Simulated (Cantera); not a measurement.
Input: 1 mol Si3N4, 2.1 mol N2O, 32 mol N2, at 2050 K.

Cantera equilibrium calculation (NASA polynomials, part measured and part estimated; ideal gas, pure solids and liquids). Candidate condensed phases: Si, SiO2, Si2N2O, Si3N4; 16 gas species. Mutual solubility and eutectic melting of coexisting phases are not modelled. The tables' values for SiN are old estimates; treat these amounts as uncertain. The tables hold silica as quartz up to 1696 K and as liquid above; real silica turns to tridymite and cristobalite and melts near 1996 K. The numbers say what is thermodynamically allowed, not how fast it happens.

log p: log10 of the partial pressure in bar; n: condensed amount in mol.

```csv
P (Pa),log p N2,log p SiO,log p Si,log p Si2N,log p SiN,log p Si2,log p Si3,n Si(l),n Si2N2O(s),n SiO2(l)
0.100,-6.03,-7.27,-7.64,-14.72,-11.29,-13.10,-17.30,0,0,0
1,?,?,?,?,-9.79,?,?,0,0,0
10,-4.03,-5.27,-5.64,-9.72,-8.29,-9.10,-11.31,0,0,0
100,-3.03,-4.27,-4.65,-7.23,-6.80,-7.11,-8.33,0,0,0
1000,-2.03,-3.26,-4.11,-5.66,-5.76,-6.05,-6.72,0.570,0,0
10000,?,?,-4.11,?,-5.26,-6.05,-6.72,?,0,0
100000,-0.01,-1.48,-5.11,-6.65,-5.75,-8.04,-9.72,0,0.900,0
1000000,1.00,-1.36,-6.24,-8.41,-6.38,-10.30,<-11,0,1.25,0.349
```

Task: Complete the blanks.

Result: 
- 1, log p N2: -5.03
- 1, log p SiO: -6.27
- 1, log p Si: -6.64
- 1, log p Si2N: -12.22
- 1, log p Si2: -11.10
- 1, log p Si3: -14.30
- 10000, log p N2: -1.02
- 10000, log p SiO: -2.26
- 10000, log p Si2N: -5.16
- 10000, n Si(l): 0.862
